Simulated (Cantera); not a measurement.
A closed system holds: 1 mol HBr, 10 mol H2, held at 1075 K and 133 Pa.

These are equilibrium values from Cantera (NASA tables, ideal gas, pure condensed phases), not measurements of a reactor. Candidate condensed phases: Br2; 5 gas species. Rates play no part.

Base state: H2 0.909, HBr 0.0909, Br 3.60e-5 (mole fractions); condensed: gas only.

Task: What changes in the equilibrium state with this change: HBr replaced by SF6?

Result: 
```json
[
 {"species": "H2", "before": "0.909", "after": "0.468"},
 {"species": "HF", "before": "0", "after": "0.460"},
 {"species": "H2S", "before": "0", "after": "0.0686"},
 {"species": "HBr", "before": "0.0909", "after": "0"},
 {"species": "S2", "before": "0", "after": "0.00396"},
 {"species": "SH", "before": "0", "after": "6.60e-5"},
 {"species": "Br", "before": "3.60e-5", "after": "0"}
]
```
Gases not in the tables: S3 to S7. Further candidate phases: S.
